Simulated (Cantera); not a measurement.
Input (Python, Cantera) and output of one run.

```python
import numpy as np
import cantera as ct

gas_names = [...]  # 114 gases of nasa_gas.yaml made of C, Fe, H, O
cond_names = """
    C(gr) C6H6(L) C7H8(L) C8H18(L),n-octa Fe(a) Fe(c) Fe(d) Fe(L) FeC5O5(L) FeO(s) FeO(L) Fe(OH)2(s)
    Fe(OH)3(s) Fe2O3(s) Fe3O4(s) H2O(s) H2O(L)
""".split()


# ... load() reads the species with a 1 bar reference pressure and builds the phases ...
atoms = {
    'Fe2O3': {'Fe': 2, 'O': 3},
    'CO': {'C': 1, 'O': 1},
    'H2': {'H': 2},
    'C': {'C': 1},
}
top_T = {'C(gr)': 4500, 'Fe2O3(s)': 1830, 'Fe3O4(s)': 1870}  # K; cautious upper limits of use, not melting points


# ... equilibrate(T, P, feed) seeds the gas with the atoms and calls Mixture.equilibrate('TP', solver="vcs", rtol=1e-11, max_steps=5000) ...
results = []
T = 1973.15  # K
P = 10000  # Pa
for m in [0.4, 0.65, 0.9, 1.2, 1.4, 1.7, 1.9, 2.2, 2.4, 2.7]:
    feed = {'Fe2O3': 1, 'CO': 3.1, 'H2': 2.2, 'C': m}  # mol
    mix = equilibrate(T, P, feed)
    results.append((T, P, feed, dict(zip(mix.species_names, mix.species_moles))))

top = {s: max(r[3][s] / sum(r[3][g] for g in gas_names) for r in results) for s in gas_names}
cols = sorted((s for s in top if top[s] > 1e-06), key=lambda s: -top[s])[:5]
seen = [c for c in cond_names if any(r[3].get(c, 0) > 1e-12 for r in results)]
print("log10 of partial pressures in bar; condensed amounts in mol")
print(f"{'n(C)':>10s}" + "".join(f"{s[:9]:>10s}" for s in cols + seen))
for T, P, feed, n in results:
    ng = sum(n[g] for g in gas_names)
    print(f"{feed['C']:10.4g}" + "".join(f"{np.log10(max(n[s] / ng * P / 1e5, 1e-99)):10.3f}" for s in cols)
          + "".join(f"{n.get(c, 0):10.4g}" for c in seen))
```

Result:

```
log10 of partial pressures in bar; condensed amounts in mol
      n(C)        CO        H2       H2O       CO2        Fe     Fe(L)    FeO(L)
       0.4    -1.257    -1.583    -1.913    -2.238    -3.571    0.4147      1.57
      0.65    -1.245    -1.602    -1.932    -2.227    -3.571    0.6876     1.296
       0.9    -1.235    -1.620    -1.950    -2.217    -3.571    0.9605     1.022
       1.2    -1.224    -1.640    -1.970    -2.206    -3.571     1.288    0.6941
       1.4    -1.218    -1.653    -1.983    -2.199    -3.571     1.506    0.4752
       1.7    -1.209    -1.672    -2.003    -2.190    -3.571     1.834    0.1469
       1.9    -1.200    -1.674    -2.039    -2.217    -3.571      1.98         0
       2.2    -1.179    -1.644    -2.192    -2.378    -3.571      1.98         0
       2.4    -1.167    -1.626    -2.326    -2.518    -3.571     1.979         0
       2.7    -1.150    -1.602    -2.640    -2.840    -3.571     1.978         0
```

Equilibrium computed with Cantera from the NASA thermochemical tables; the gas is ideal and each condensed phase is pure. Each liquid is taken as pure. Mutual solubility and eutectic melting of coexisting phases are not modelled. The tables' stoichiometric FeO is somewhat more stable than real wüstite, so its field is too wide. FeO: taken at fixed stoichiometry.
